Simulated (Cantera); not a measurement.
Feed: 1 mol Fe2O3, 22 mol HCl, equilibrated at 1375 K and 190 Pa.

These are equilibrium values from Cantera (NASA tables, ideal gas, pure condensed phases), not measurements of a reactor. Candidate condensed phases: Fe, FeCl2, FeCl3, FeO, Fe(OH)2, Fe(OH)3, Fe2O3, Fe3O4, H2O; 22 gas species. Kinetics and transport are ignored.

Base state: HCl 0.772, H2O 0.101, FeCl2 0.0874, Cl 0.0211, O2 0.0158, Cl2 0.00155, FeCl3 0.00113, OH 6.02e-5 (mole fractions); condensed: gas only.

Q: What changes in the equilibrium state with this change: temperature from 1375 K to 1448 K?

A: 
```json
[
 {"species": "HCl", "before": "0.772", "after": "0.762"},
 {"species": "H2O", "before": "0.101", "after": "0.105"},
 {"species": "FeCl2", "before": "0.0874", "after": "0.0877"},
 {"species": "Cl", "before": "0.0211", "after": "0.0303"},
 {"species": "O2", "before": "0.0158", "after": "0.0138"},
 {"species": "H2", "before": "5.65e-6", "after": "1.88e-5"},
 {"species": "OH", "before": "6.02e-5", "after": "0.000121"},
 {"species": "FeCl3", "before": "0.00113", "after": "0.000575"},
 {"species": "Cl2", "before": "0.00155", "after": "0.00105"}
]
```

Q: What changes in the equilibrium state with this change: HCl from 22 to 80 mol?

A: 
```json
[
 {"species": "HCl", "before": "0.772", "after": "0.918"},
 {"species": "H2O", "before": "0.101", "after": "0.0358"},
 {"species": "FeCl2", "before": "0.0874", "after": "0.0245"},
 {"species": "O2", "before": "0.0158", "after": "0.000671"},
 {"species": "Cl", "before": "0.0211", "after": "0.0192"},
 {"species": "FeCl3", "before": "0.00113", "after": "0.000288"},
 {"species": "OH", "before": "6.02e-5", "after": "1.63e-5"}
]
```
